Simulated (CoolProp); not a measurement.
Computed with CoolProp (reference Helmholtz-energy equation of state, Schmidt 1985).

Q: Give the vapour pressure (kPa), liquid density (kg/m³), liquid viscosity (µPa s) of saturated oxygen at 117.6, 138.7 K.

A: 
| T (K) | p (kPa) | liquid density (kg/m³) | liquid viscosity (µPa s) |
|---|---|---|---|
| 117.6 | 887 | 989 | 103 |
| 138.7 | 2630 | 826 | 62.4 |

Viscosity comes from a separate model (Lemmon 2004).
